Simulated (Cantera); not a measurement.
# CF4 (fluorocarbon and chlorocarbon gases)

A closed system holds: 1 mol CF4, equilibrated at 1330 Pa.

Method: chemical equilibrium by Gibbs-energy minimisation in Cantera with the NASA 1993 tables (ideal gas, pure condensed phases). Candidate condensed phases: C; 13 gas species. Gases not in the tables: C2F6 and larger saturated fluorocarbons. Kinetics and transport are ignored.

```json
[
 {"T (°C)": "925", "x CF4": "1.000", "x F": "3.58e-7", "x CF2": "7.01e-8", "x CF": "<1e-12", "x C3": "<1e-12", "x C": "<1e-12", "x CF3": "2.18e-7", "x C2": "<1e-12", "n C(graphite)": "0"},
 {"T (°C)": "1125", "x CF4": "1.000", "x F": "2.39e-5", "x CF2": "7.88e-6", "x CF": "1.75e-11", "x C3": "<1e-12", "x C": "<1e-12", "x CF3": "8.09e-6", "x C2": "<1e-12", "n C(graphite)": "0"},
 {"T (°C)": "1325", "x CF4": "0.999", "x F": "0.000590", "x CF2": "0.000238", "x CF": "5.93e-9", "x C3": "<1e-12", "x C": "<1e-12", "x CF3": "0.000114", "x C2": "<1e-12", "n C(graphite)": "0"},
 {"T (°C)": "1525", "x CF4": "0.989", "x F": "0.00726", "x CF2": "0.00320", "x CF": "5.14e-7", "x C3": "<1e-12", "x C": "<1e-12", "x CF3": "0.000859", "x C2": "<1e-12", "n C(graphite)": "0"},
 {"T (°C)": "1725", "x CF4": "0.918", "x F": "0.0532", "x CF2": "0.0245", "x CF": "1.78e-5", "x C3": "<1e-12", "x C": "1.59e-10", "x CF3": "0.00411", "x C2": "<1e-12", "n C(graphite)": "0"},
 {"T (°C)": "1925", "x CF4": "0.628", "x F": "0.244", "x CF2": "0.116", "x CF": "0.000321", "x C3": "2.77e-10", "x C": "1.29e-8", "x CF3": "0.0119", "x C2": "2.07e-10", "n C(graphite)": "0"},
 {"T (°C)": "2125", "x CF4": "0.132", "x F": "0.576", "x CF2": "0.276", "x CF": "0.00354", "x C3": "1.27e-7", "x C": "7.57e-7", "x CF3": "0.0125", "x C2": "4.40e-8", "n C(graphite)": "0"},
 {"T (°C)": "2325", "x CF4": "0.00581", "x F": "0.670", "x CF2": "0.296", "x CF": "0.0246", "x C3": "9.58e-5", "x C": "3.83e-5", "x CF3": "0.00380", "x C2": "1.07e-5", "n C(graphite)": "0"},
 {"T (°C)": "2525", "x CF4": "0.000201", "x F": "0.791", "x CF2": "0.146", "x CF": "0.0582", "x C3": "0.00231", "x C": "0.000484", "x CF3": "0.000664", "x C2": "0.000226", "n C(graphite)": "0.254"},
 {"T (°C)": "2725", "x CF4": "6.09e-6", "x F": "0.821", "x CF2": "0.0549", "x CF": "0.0946", "x C3": "0.0229", "x C": "0.00373", "x CF3": "9.07e-5", "x C2": "0.00233", "n C(graphite)": "0.106"},
 {"T (°C)": "2925", "x CF4": "1.68e-7", "x F": "0.843", "x CF2": "0.0138", "x CF": "0.0861", "x C3": "0.0368", "x C": "0.0134", "x CF3": "9.39e-6", "x C2": "0.00645", "n C(graphite)": "0"},
 {"T (°C)": "3125", "x CF4": "5.64e-9", "x F": "0.850", "x CF2": "0.00334", "x CF": "0.0661", "x C3": "0.0340", "x C": "0.0350", "x CF3": "1.03e-6", "x C2": "0.0114", "n C(graphite)": "0"}
]
```
x: gas mole fraction; n: condensed amount in mol.

From 925 °C to 2325 °C nothing is condensed. From 2525 °C to 2725 °C the condensed part is C(graphite). From 2925 °C to 3125 °C nothing is condensed. The main C-bearing gas is CF4 at 925 °C and C3 at 3125 °C.
